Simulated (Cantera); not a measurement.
A closed system holds: 1 mol TiC, 0.057 mol C, 2.9 mol H2, at 1575 K and 0.000400 bar.

Method: chemical equilibrium by Gibbs-energy minimisation in Cantera with the NASA 1993 tables (ideal gas, pure condensed phases). Candidate condensed phases: C, C6H6, C7H8, C8H18, Ti, TiC; 77 gas species. TiC: taken at fixed stoichiometry. Kinetics and transport are ignored.

### Question
What is the equilibrium state?

### Answer
- x(H2) = 0.998
- x(H) = 0.00208
- x(C2H2 (acetylene)) = 2.11e-5
- n(C(graphite)) = 0.0569 mol
- n(TiC(s)) = 1.00 mol
- gas amount = 2.903 mol
- log10 activity of Ti(β) (absent) = -5.46
